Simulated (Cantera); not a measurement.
Input: 1 mol c-C₄F₈, 4.9 mol H₂, 0.048 mol HCl, at 1100 °C and 0.000660 bar.

Cantera equilibrium calculation (NASA polynomials, part measured and part estimated; ideal gas, pure solids and liquids). Candidate condensed phases: C, C₆H₆, C₇H₈, C₈H₁₈; 118 gas species. The feed counts by its element totals alone. Kinetics and transport are ignored.

Base state: HF 0.894, H₂ 0.101, HCl 0.00536, H 4.12e-5 (mole fractions); condensed: C(graphite).

Question: What changes in the equilibrium state with this change: temperature from 1100 °C to 2202 °C?

Answer: 
```
species            before     after
----------------  -------  --------
HF                  0.894     0.815
H                 4.12e-5     0.144
H₂                  0.101    0.0269
F                 3.70e-9   0.00851
C₃                  <1e-9  0.000508
CF                  <1e-9  0.000257
C                   <1e-9  0.000178
C₂H                 <1e-9   9.50e-5
C(graphite), mol     4.00      3.97
```

Question: What changes in the equilibrium state with this change: temperature from 1100 °C to 1402 °C?

Answer: 
| species | before | after |
|---|---|---|
| HF | 0.894 | 0.893 |
| H₂ | 0.101 | 0.0998 |
| HCl | 0.00536 | 0.00530 |
| H | 4.12e-5 | 0.00143 |
| Cl | 1.82e-6 | 5.92e-5 |
| C(graphite), mol | 4.00 | 4.00 |
